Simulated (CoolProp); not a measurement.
Computed with CoolProp (reference Helmholtz-energy equation of state, Bücker 2006).

Question: Give the vapour pressure (MPa), enthalpy of vaporisation (kJ/kg), liquid cp (kJ/(kg K)), surface tension (mN/m) of saturated ethane at 199, 211.2 K.

Answer: 
```csv
T (K),p (MPa),enthalpy of vaporisation (kJ/kg),liquid cp (kJ/(kg K)),surface tension (mN/m)
199,0.208,469,2.51,13.9
211.2,0.350,450,2.58,12.0
```

Surface tension comes from a separate correlation (Mulero 2012).
